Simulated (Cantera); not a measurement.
**Premixed flame**

A freely propagating, adiabatic, planar premixed flame of 29.7 % H2, 17.1 % O2, 47.8 % N2, 5.35 % H2O, equivalence ratio 0.87, unburnt at 550 K and 750 Torr; mixture-averaged transport, grid criteria slope 0.08 and curve 0.16, no radiation.

Computed with Cantera and the H2/O2 subset of GRI-Mech 3.0, which has no nitrogen chemistry. Burning velocities carry a grid error of a few per cent, more on coarse grids.

```json
[
 {"z (mm)": "-1.17", "T (K)": "550", "u (m/s)": "6.73", "x H2": "0.297", "x O2": "0.171", "x H2O": "0.0535", "x H2O2": "<1e-8", "x OH": "<1e-8", "x O": "<1e-8"},
 {"z (mm)": "-0.780", "T (K)": "550", "u (m/s)": "6.73", "x H2": "0.297", "x O2": "0.171", "x H2O": "0.0535", "x H2O2": "<1e-8", "x OH": "<1e-8", "x O": "<1e-8"},
 {"z (mm)": "-0.585", "T (K)": "550", "u (m/s)": "6.73", "x H2": "0.297", "x O2": "0.171", "x H2O": "0.0535", "x H2O2": "<1e-8", "x OH": "<1e-8", "x O": "<1e-8"},
 {"z (mm)": "-0.390", "T (K)": "550", "u (m/s)": "6.73", "x H2": "0.297", "x O2": "0.171", "x H2O": "0.0535", "x H2O2": "<1e-8", "x OH": "<1e-8", "x O": "<1e-8"},
 {"z (mm)": "-0.195", "T (K)": "559", "u (m/s)": "6.81", "x H2": "0.293", "x O2": "0.172", "x H2O": "0.0541", "x H2O2": "2.76e-6", "x OH": "1.37e-5", "x O": "2.91e-6"},
 {"z (mm)": "-0.0975", "T (K)": "761", "u (m/s)": "9.03", "x H2": "0.260", "x O2": "0.169", "x H2O": "0.0724", "x H2O2": "3.31e-5", "x OH": "0.000982", "x O": "0.000248"},
 {"z (mm)": "0", "T (K)": "1228", "u (m/s)": "14.0", "x H2": "0.159", "x O2": "0.132", "x H2O": "0.160", "x H2O2": "1.00e-5", "x OH": "0.00405", "x O": "0.00526"},
 {"z (mm)": "0.0975", "T (K)": "1566", "u (m/s)": "17.6", "x H2": "0.0695", "x O2": "0.0721", "x H2O": "0.264", "x H2O2": "4.22e-6", "x OH": "0.0127", "x O": "0.0135"},
 {"z (mm)": "0.195", "T (K)": "1733", "u (m/s)": "19.4", "x H2": "0.0475", "x O2": "0.0522", "x H2O": "0.297", "x H2O2": "2.35e-6", "x OH": "0.0180", "x O": "0.0153"},
 {"z (mm)": "0.390", "T (K)": "1906", "u (m/s)": "21.1", "x H2": "0.0421", "x O2": "0.0451", "x H2O": "0.313", "x H2O2": "1.22e-6", "x OH": "0.0217", "x O": "0.0136"},
 {"z (mm)": "0.780", "T (K)": "2078", "u (m/s)": "22.7", "x H2": "0.0373", "x O2": "0.0405", "x H2O": "0.329", "x H2O2": "7.06e-7", "x OH": "0.0235", "x O": "0.0106"},
 {"z (mm)": "1.56", "T (K)": "2239", "u (m/s)": "24.2", "x H2": "0.0303", "x O2": "0.0362", "x H2O": "0.346", "x H2O2": "4.84e-7", "x OH": "0.0233", "x O": "0.00740"},
 {"z (mm)": "3.12", "T (K)": "2372", "u (m/s)": "25.3", "x H2": "0.0225", "x O2": "0.0325", "x H2O": "0.363", "x H2O2": "4.03e-7", "x OH": "0.0213", "x O": "0.00477"}
]
```
x: mole fraction of selected species; z is measured from the peak of heat release.

| Property | Value |
|---|---|
| laminar burning velocity | 673 cm/s |
| thermal thickness | 0.390 mm |
| peak x(H2O2) | 3.33e-5 |
| peak x(OH) | 0.0237 |
| peak x(O) | 0.0153 |
| grid points | 123 |
